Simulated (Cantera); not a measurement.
**CsOH + H2 (calcination and drying)**

Feed: 1 mol CsOH, 0.32 mol H2, held at 0.460 bar.

Method: chemical equilibrium by Gibbs-energy minimisation in Cantera with the NASA 1993 tables (ideal gas, pure condensed phases). Candidate condensed phases: Cs, CsOH, H2O; 15 gas species. Kinetics and transport are ignored.

From 948 K to 1048 K the condensed part is CsOH(l). From 1148 K to 2048 K nothing is condensed. The main Cs-bearing gas is CsOH throughout.

```json
[
 {"T (K)": "948", "x H2": "0.925", "x CsOH": "0.0445", "x Cs": "0.00683", "x H2O": "0.00684", "x Cs2(OH)2": "0.0165", "x H": "7.44e-10", "n CsOH(l)": "0.971"},
 {"T (K)": "1048", "x H2": "0.704", "x CsOH": "0.206", "x Cs": "0.0233", "x H2O": "0.0233", "x Cs2(OH)2": "0.0432", "x H": "9.56e-9", "n CsOH(l)": "0.859"},
 {"T (K)": "1148", "x H2": "0.230", "x CsOH": "0.610", "x Cs": "0.0466", "x H2O": "0.0466", "x Cs2(OH)2": "0.0668", "x H": "5.06e-8", "n CsOH(l)": "0"},
 {"T (K)": "1248", "x H2": "0.205", "x CsOH": "0.644", "x Cs": "0.0667", "x H2O": "0.0667", "x Cs2(OH)2": "0.0174", "x H": "3.12e-7", "n CsOH(l)": "0"},
 {"T (K)": "1348", "x H2": "0.189", "x CsOH": "0.631", "x Cs": "0.0876", "x H2O": "0.0877", "x Cs2(OH)2": "0.00484", "x H": "1.48e-6", "n CsOH(l)": "0"},
 {"T (K)": "1448", "x H2": "0.175", "x CsOH": "0.605", "x Cs": "0.109", "x H2O": "0.109", "x Cs2(OH)2": "0.00154", "x H": "5.68e-6", "n CsOH(l)": "0"},
 {"T (K)": "1548", "x H2": "0.161", "x CsOH": "0.577", "x Cs": "0.131", "x H2O": "0.131", "x Cs2(OH)2": "0.000554", "x H": "1.82e-5", "n CsOH(l)": "0"},
 {"T (K)": "1648", "x H2": "0.148", "x CsOH": "0.548", "x Cs": "0.152", "x H2O": "0.152", "x Cs2(OH)2": "0.000223", "x H": "5.05e-5", "n CsOH(l)": "0"},
 {"T (K)": "1748", "x H2": "0.136", "x CsOH": "0.520", "x Cs": "0.172", "x H2O": "0.172", "x Cs2(OH)2": "9.82e-5", "x H": "0.000124", "n CsOH(l)": "0"},
 {"T (K)": "1848", "x H2": "0.124", "x CsOH": "0.494", "x Cs": "0.191", "x H2O": "0.191", "x Cs2(OH)2": "4.69e-5", "x H": "0.000275", "n CsOH(l)": "0"},
 {"T (K)": "1948", "x H2": "0.113", "x CsOH": "0.470", "x Cs": "0.208", "x H2O": "0.208", "x Cs2(OH)2": "2.40e-5", "x H": "0.000559", "n CsOH(l)": "0"},
 {"T (K)": "2048", "x H2": "0.102", "x CsOH": "0.447", "x Cs": "0.225", "x H2O": "0.224", "x Cs2(OH)2": "1.31e-5", "x H": "0.00106", "n CsOH(l)": "0"}
]
```
x: gas mole fraction; n: condensed amount in mol.
